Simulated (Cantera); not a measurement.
What does this Cantera script print?

```python
import numpy as np
import cantera as ct

gas = ct.Solution("h2o2.yaml")
gas.TPX = 1050, 600, {'H2': 0.061, 'O2': 1}
reactor = ct.IdealGasConstPressureReactor(gas, energy="off", clone=False)
net = ct.ReactorNet([reactor])
net.rtol, net.atol = 1e-08, 1e-18
show = ['H2', 'O2', 'H', 'O', 'OH']
times = np.geomspace(3e-05, 1, 15)

steps = ct.SolutionArray(gas, extra=["t"])
rows = []
print(f"{'t/s':>10s}{'T/K':>9s}{'P/Pa':>11s}" + "".join(f"{s:>11s}" for s in show))
for t in times:
    while net.time < t:
        t_next = net.step()
        steps.append(gas.state, t=t_next)
    rows.append([np.interp(t, steps.t, y) for y in (steps.T, steps.P, *steps(*show).X.T)])
    print(f"{t:10.3e}{rows[-1][0]:9.1f}{rows[-1][1]:11.4g}" + "".join(f"{x:11.3e}" for x in rows[-1][2:]))
rate = np.gradient(steps.T, steps.t)
print("integrator steps:", len(steps.t))
if steps.T.max() > steps.T[0] + 200:
    print(f"time of steepest temperature rise: {steps.t[rate.argmax()]:.4e} s")
gas.TPX = 1050, 600, {'H2': 0.061, 'O2': 1}
gas.equilibrate("TP")
print(f"equilibrium (TP): T = {gas.T:.1f} K  " + "  ".join(f"{s} {gas[s].X[0]:.3e}" for s in show))
```

It prints:

```
       t/s      T/K       P/Pa         H2         O2          H          O         OH
 3.000e-05   1050.0        600  5.749e-02  9.425e-01  2.449e-11  1.704e-12  1.640e-12
 6.312e-05   1050.0        600  5.749e-02  9.425e-01  4.862e-11  7.136e-12  6.599e-12
 1.328e-04   1050.0        600  5.749e-02  9.425e-01  9.378e-11  2.876e-11  2.456e-11
 2.795e-04   1050.0        600  5.749e-02  9.425e-01  1.841e-10  1.114e-10  8.270e-11
 5.880e-04   1050.0        600  5.749e-02  9.425e-01  4.326e-10  4.463e-10  2.759e-10
 1.237e-03   1050.0        600  5.749e-02  9.425e-01  1.710e-09  2.396e-09  1.291e-09
 2.603e-03   1050.0        600  5.749e-02  9.425e-01  2.323e-08  3.566e-08  1.841e-08
 5.477e-03   1050.0        600  5.748e-02  9.425e-01  5.074e-06  7.842e-06  4.035e-06
 1.152e-02   1050.0        600  1.261e-02  9.143e-01  1.551e-02  1.833e-02  4.200e-03
 2.425e-02   1050.0        600  1.051e-03  9.075e-01  1.118e-02  2.802e-02  2.148e-03
 5.102e-02   1050.0        600  7.700e-04  9.163e-01  7.116e-03  2.103e-02  1.841e-03
 1.074e-01   1050.0        600  4.511e-04  9.271e-01  3.063e-03  1.200e-02  1.405e-03
 2.259e-01   1050.0        600  1.800e-04  9.354e-01  7.512e-04  4.733e-03  8.818e-04
 4.753e-01   1050.0        600  5.063e-05  9.392e-01  1.117e-04  1.336e-03  4.667e-04
 1.000e+00   1050.0        600  1.205e-05  9.404e-01  1.323e-05  3.223e-04  2.293e-04
integrator steps: 1209
equilibrium (TP): T = 1050.0 K  H2 2.869e-10  O2 9.408e-01  H 1.785e-12  O 8.429e-09  OH 1.177e-06
```

Computed with Cantera and the H2/O2 subset of GRI-Mech 3.0, which has no nitrogen chemistry. Radical loss at walls, strong at low pressure, is not modelled. The temperature is held fixed by assumption; the heat of reaction is taken as removed at once.
